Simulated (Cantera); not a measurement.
A perfectly stirred reactor is fed with NO : N2 = 1 : 0.18 (molar parts), at 0.100 bar; it is held at 1925 K, and followed from long to short residence time.

Cantera simulation using GRI-Mech 3.0 (53 species, 325 reactions); the numbers are that mechanism's predictions, not measurements.

Question: What does this change do: N2 0.18 to 0.94 parts?

Answer: 
```tsv
quantity	before	after
x(NO) at τ = 9.90 s	0.337	0.241
x(O2) at τ = 9.90 s	0.255	0.137
x(N2O) at τ = 9.90 s	3.67e-5	2.04e-5
x(NO2) at τ = 9.90 s	0.000229	0.000120
x(O) at τ = 9.90 s	0.000603	0.000444
x(NO) at τ = 53.0 ms	0.841	0.513
x(O2) at τ = 53.0 ms	0.00287	0.00109
x(N2O) at τ = 53.0 ms	0.000257	9.80e-5
x(NO2) at τ = 53.0 ms	0.000112	5.24e-5
x(O) at τ = 53.0 ms	0.000164	0.000118
```

Question: What does this change do: temperature 1925 to 1950 K?

Answer: 
| quantity | before | after |
|---|---|---|
| x(NO) at τ = 9.90 s | 0.337 | 0.284 |
| x(O2) at τ = 9.90 s | 0.255 | 0.281 |
| x(N2O) at τ = 9.90 s | 3.67e-5 | 2.56e-5 |
| x(NO2) at τ = 9.90 s | 0.000229 | 0.000194 |
| x(O) at τ = 9.90 s | 0.000603 | 0.000774 |
| x(NO) at τ = 53.0 ms | 0.841 | 0.840 |
| x(O2) at τ = 53.0 ms | 0.00287 | 0.00367 |
| x(N2O) at τ = 53.0 ms | 0.000257 | 0.000262 |
| x(NO2) at τ = 53.0 ms | 0.000112 | 0.000112 |
| x(O) at τ = 53.0 ms | 0.000164 | 0.000209 |
